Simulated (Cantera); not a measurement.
Input (Python, Cantera) and output of one run.

```python
import numpy as np
import cantera as ct

gas_names = """
    AL ALCL ALCL2 ALCL3 ALN AL2 AL2CL6 CL CL2 N N2
""".split()
cond_names = """
    AL(cr) AL(L) ALCL3(s) ALCL3(L) ALN(s)
""".split()


# ... load() reads the species with a 1 bar reference pressure and builds the phases ...
atoms = {
    'AlN': {'AL': 1, 'N': 1},
    'Cl2': {'CL': 2},
    'N2': {'N': 2},
}
top_T = {'ALN(s)': 2750}  # K; cautious upper limits of use, not melting points


# ... equilibrate(T, P, feed) seeds the gas with the atoms and calls Mixture.equilibrate('TP', solver="vcs", rtol=1e-11, max_steps=5000) ...
results = []
feed = {'AlN': 1, 'Cl2': 20, 'N2': 0.48}  # mol
P = 100000  # Pa
for T in [800, 900, 1000, 1100, 1200, 1300, 1400, 1500, 1600, 1700, 1800, 1900]:
    mix = equilibrate(T, P, feed)
    results.append((T, P, feed, dict(zip(mix.species_names, mix.species_moles))))

top = {s: max(r[3][s] / sum(r[3][g] for g in gas_names) for r in results) for s in gas_names}
cols = sorted((s for s in top if top[s] > 1e-06), key=lambda s: -top[s])[:8]
seen = [c for c in cond_names if any(r[3].get(c, 0) > 1e-12 for r in results)]
print("log10 of partial pressures in bar; condensed amounts in mol")
print(f"{'T/K':>10s}" + "".join(f"{s[:9]:>10s}" for s in cols + seen))
for T, P, feed, n in results:
    ng = sum(n[g] for g in gas_names)
    print(f"{T:10.4g}" + "".join(f"{np.log10(max(n[s] / ng * P / 1e5, 1e-99)):10.3f}" for s in cols)
          + "".join(f"{n.get(c, 0):10.4g}" for c in seen))
```

Result:

```
log10 of partial pressures in bar; condensed amounts in mol
       T/K       CL2        CL     ALCL3        N2    AL2CL6     ALCL2
       800    -0.042    -5.050    -1.410    -1.318    -2.295   -16.819
       900    -0.044    -4.153    -1.330    -1.320    -2.988   -14.550
      1000    -0.044    -3.433    -1.315    -1.320    -3.633   -12.789
      1100    -0.045    -2.842    -1.313    -1.320    -4.171   -11.359
      1200    -0.046    -2.349    -1.313    -1.321    -4.616   -10.172
      1300    -0.050    -1.931    -1.314    -1.323    -4.990    -9.169
      1400    -0.057    -1.575    -1.317    -1.326    -5.310    -8.312
      1500    -0.070    -1.268    -1.323    -1.332    -5.590    -7.570
      1600    -0.092    -1.005    -1.333    -1.342    -5.841    -6.921
      1700    -0.128    -0.780    -1.349    -1.358    -6.072    -6.349
      1800    -0.181    -0.591    -1.371    -1.380    -6.291    -5.838
      1900    -0.257    -0.435    -1.399    -1.408    -6.503    -5.377
```

Cantera equilibrium calculation (NASA polynomials, part measured and part estimated; ideal gas, pure solids and liquids).
